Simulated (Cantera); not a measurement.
Cantera run, input and output.

```python
import numpy as np
import cantera as ct

surf = ct.Interface("ptcombust.yaml", "Pt_surf")
gas = surf.adjacent["gas"]
gas.TPX = 950, 230000, {'H2': 0.02, 'O2': 0.028, 'N2': 0.79, 'H2O': 0.0064}
surf.TP = 950, 230000
reactor = ct.FlowReactor(gas, clone=False)
reactor.area = 0.0001  # m2
reactor.surface_area_to_volume_ratio = 230  # 1/m
reactor.mass_flow_rate = 0.87 * reactor.area * gas.density  # inlet velocity 0.87 m/s
reactor.energy_enabled = False
wall = ct.ReactorSurface(surf, reactor, clone=False)
net = ct.ReactorNet([reactor])
net.rtol, net.atol = 1e-8, 1e-16
show, cover = ['H2', 'O2', 'H2O'], ['PT(S)', 'H(S)', 'O(S)', 'OH(S)', 'CO(S)', 'C(S)']

rows = []
print(f"{'z/m':>9s}{'u/(m/s)':>9s}" + "".join(f"{s:>13s}" for s in show + cover))
for z in [5.6e-05, 9.9e-05, 0.00018, 0.00031, 0.00056, 0.00099, 0.0018, 0.0031, 0.0056]:
    net.advance(z)
    rows.append([reactor.speed, *gas[show].X, *surf[cover].coverages])
    print(f"{z:9.4g}{rows[-1][0]:9.3g}" + "".join(f"{x:13.4e}" for x in rows[-1][1:]))
```

Output:

```
      z/m  u/(m/s)           H2           O2          H2O        PT(S)         H(S)         O(S)        OH(S)        CO(S)         C(S)
  5.6e-05    0.867   1.5752e-02   2.9278e-02   1.5639e-02   9.9359e-01   6.2181e-03   4.3447e-05   8.7666e-05   1.5693e-25   4.4323e-25
  9.9e-05    0.864   1.0675e-02   2.6795e-02   2.0796e-02   8.3829e-01   1.4367e-05   1.5580e-01   5.8329e-03   1.0850e-26   7.6959e-20
  0.00018    0.862   6.2658e-03   2.4638e-02   2.5275e-02   5.3614e-01   3.5395e-06   4.5678e-01   7.0293e-03   3.9823e-28  -1.8574e-18
  0.00031    0.861   3.6373e-03   2.3352e-02   2.7945e-02   3.4256e-01   1.4766e-06   6.5069e-01   6.7203e-03  -5.6177e-28  -2.3758e-22
  0.00056     0.86   1.8275e-03   2.2466e-02   2.9783e-02   2.3781e-01   7.8557e-07   7.5606e-01   6.1034e-03  -4.0473e-27  -2.1354e-29
  0.00099     0.86   7.3754e-04   2.1933e-02   3.0890e-02   1.9667e-01   5.7174e-07   7.9756e-01   5.7480e-03  -2.2737e-26  -1.2050e-28
   0.0018     0.86   1.6456e-04   2.1653e-02   3.1472e-02   1.8031e-01   4.9488e-07   8.1409e-01   5.5857e-03   2.1043e-27   7.8344e-32
   0.0031     0.86   1.6505e-05   2.1580e-02   3.1623e-02   1.7654e-01   4.7784e-07   8.1789e-01   5.5466e-03   2.9151e-28  -2.1584e-32
   0.0056     0.86   2.0569e-07   2.1572e-02   3.1639e-02   1.7614e-01   4.7602e-07   8.1830e-01   5.5424e-03   6.8127e-25   3.1971e-27
```

Detailed kinetics in Cantera: Deutschmann's 1995 Pt surface mechanism with GRI-Mech 3.0 gas chemistry. Catalytic surfaces can have several steady states; this one follows from the mechanism file's or the stated starting coverage. Mass transfer to the wall is taken as infinitely fast.
